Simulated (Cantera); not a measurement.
A closed system holds: 1 mol MgO, 0.35 mol C, 0.015 mol H₂, at 2298 K and 1.30 mbar.

Method: chemical equilibrium by Gibbs-energy minimisation in Cantera with the NASA 1993 tables (ideal gas, pure condensed phases). Candidate condensed phases: C, C₆H₆, C₇H₈, C₈H₁₈, H₂O, Mg, MgCO₃, MgO, Mg(OH)₂; 116 gas species. The tables' values for MgH are old estimates; treat these amounts as uncertain. Equilibrium is a limit: real reactors are often held back by kinetics, nucleation or transport.

Base state: Mg 0.519, CO 0.379, CO₂ 0.0609, H 0.0177, O 0.00697, H₂ 0.00445, H₂O 0.00401, O₂ 0.00262 (mole fractions); condensed: MgO(s).

Question: What changes in the equilibrium state with this change: 0.031 mol CH₄ added?

Answer: 
| species | before | after |
|---|---|---|
| Mg | 0.519 | 0.492 |
| CO | 0.379 | 0.334 |
| CO₂ | 0.0609 | 0.0566 |
| H | 0.0177 | 0.0438 |
| H₂O | 0.00401 | 0.0258 |
| H₂ | 0.00445 | 0.0272 |
| OH | 0.00256 | 0.00668 |
| MgOH | 0.000453 | 0.00112 |
| MgO(s), mol | 0.584 | 0.516 |

Question: What changes in the equilibrium state with this change: temperature from 2298 K to 1500 K?

Answer: 
```
species       before    after
-----------  -------  -------
CO             0.379    0.489
Mg             0.519    0.489
H₂           0.00445   0.0209
CO₂           0.0609  2.98e-7
H             0.0177  7.06e-5
O            0.00697    <1e-9
O₂           0.00262    <1e-9
MgO          0.00257    <1e-9
OH           0.00256    <1e-9
MgO(s), mol    0.584    0.650
```

Question: What changes in the equilibrium state with this change: MgO replaced by TiC?

Answer: 
| species | before | after |
|---|---|---|
| H₂ | 0.00445 | 0.764 |
| H | 0.0177 | 0.232 |
| C₂H₂ (acetylene) | <1e-9 | 0.00327 |
| Mg | 0.519 | 0 |
| CO | 0.379 | 0 |
| CO₂ | 0.0609 | 0 |
| Ti | 0 | 8.78e-5 |
| O | 0.00697 | 0 |
| H₂O | 0.00401 | 0 |
| O₂ | 0.00262 | 0 |
| MgO(s), mol | 0.584 | 0 |
| C(graphite), mol | 0 | 0.350 |
| TiC(s), mol | 0 | 1.000 |
TiC: taken at fixed stoichiometry. Further candidate phases: Ti, TiC.
